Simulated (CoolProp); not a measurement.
Vapour-liquid equilibrium of m-xylene (1) + n-decane (2) at 0.0502 MPa; x and y are mole fractions of (1).

Computed with CoolProp (multi-fluid Helmholtz-energy mixture model, Zhou 2012 and Lemmon 2006; pair parameters Bell 2016).

```csv
x,bubble temperature (K),y at the bubble point,dew temperature at overall composition x (K),liquid density (mol/L)
0.05,418.7,0.124,420.4,4.511
0.125,414.8,0.278,418.7,4.674
0.2,411.4,0.402,416.9,4.843
0.275,408.3,0.505,414.9,5.020
0.35,405.5,0.592,412.9,5.205
0.425,403.0,0.665,410.8,5.399
0.5,400.6,0.729,408.5,5.605
0.575,398.3,0.785,406.1,5.821
0.65,396.2,0.834,403.5,6.051
0.725,394.3,0.877,400.7,6.295
0.8,392.4,0.916,397.7,6.555
0.875,390.6,0.950,394.4,6.832
0.95,388.9,0.981,390.6,7.129
```

No azeotrope shows between x = 0.05 and 0.95.

Pair parameters are fitted to limited data, so mixtures are less certain than the pure fluids.
